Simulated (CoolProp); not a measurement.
Vapour-liquid equilibrium of acetone (1) + benzene (2) at 85.25 °C; x and y are mole fractions of (1).

Model: multi-fluid Helmholtz-energy mixture model, Lemmon 2006 and Thol 2012; pair parameters Bell 2016, in CoolProp.

Question: Give the bubble pressure and the first vapour's composition at x = 0.2, 0.35, 0.5. Is there an azeotrope?

Answer: x = 0.2: 156.8 kPa, y = 0.376; x = 0.35: 179.1 kPa, y = 0.539; x = 0.5: 198.1 kPa, y = 0.664. No azeotrope shows between x = 0.05 and 0.95.

Pair parameters are fitted to limited data, so mixtures are less certain than the pure fluids.
